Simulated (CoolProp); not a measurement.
Properties of methane along the isobar 13800 kPa.

The numbers come from the reference Helmholtz-energy equation of state, Setzmann 1991 in CoolProp.

```tsv
T (K)	phase	cp (kJ/(kg K))	cv (kJ/(kg K))	speed of sound (m/s)	isothermal compressibility (1/MPa)	expansivity (1/kK)	viscosity (µPa s)
186.5	liquid	(withheld)	1.865	809.3	0.01035	6.197	42.1
212	supercritical	4.732	1.853	598.9	0.02724	9.835	28.9
237.5	supercritical	4.993	1.851	468.8	(withheld)	(withheld)	20.2
263.1	supercritical	4.125	1.829	444.4	0.07930	9.982	16.7
288.6	supercritical	3.479	1.825	456.3	0.07896	7.241	15.7
314.1	supercritical	3.155	1.851	474.8	0.07669	5.603	(withheld)
339.6	supercritical	2.999	1.898	493.7	0.07479	(withheld)	15.7
365.1	supercritical	2.932	1.961	511.8	0.07338	3.899	16.1
390.6	supercritical	(withheld)	2.034	(withheld)	0.07234	3.407	16.5
416.1	supercritical	2.935	2.115	544.8	0.07157	3.036	(withheld)
```

Fill in the missing entries.


- 186.5, cp (kJ/(kg K)): 4.033
- 237.5, isothermal compressibility (1/MPa): 0.06337
- 237.5, expansivity (1/kK): 12.74
- 314.1, viscosity (µPa s): 15.5
- 339.6, expansivity (1/kK): 4.584
- 390.6, cp (kJ/(kg K)): 2.917
- 390.6, speed of sound (m/s): 528.8
- 416.1, viscosity (µPa s): 17.0

Viscosity comes from a separate model (Quiñones-Cisneros 2006).
